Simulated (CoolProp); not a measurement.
The numbers come from the reference Helmholtz-energy equation of state, Wu 2012 in CoolProp.

### Question
Give the vapour pressure (MPa), liquid density (kg/m³), vapour density (kg/m³), enthalpy of vaporisation (kJ/kg) of saturated fluoroethane (R161) at 294.8, 306.5, 329.9 K.

### Answer
```
T (K)  p (MPa)  liquid density (kg/m³)  vapour density (kg/m³)  enthalpy of vaporisation (kJ/kg)
-----  -------  ----------------------  ----------------------  --------------------------------
294.8    0.843                     718                    19.5                               346
306.5     1.15                     693                    27.0                               325
329.9     2.02                     631                    49.6                               275
```
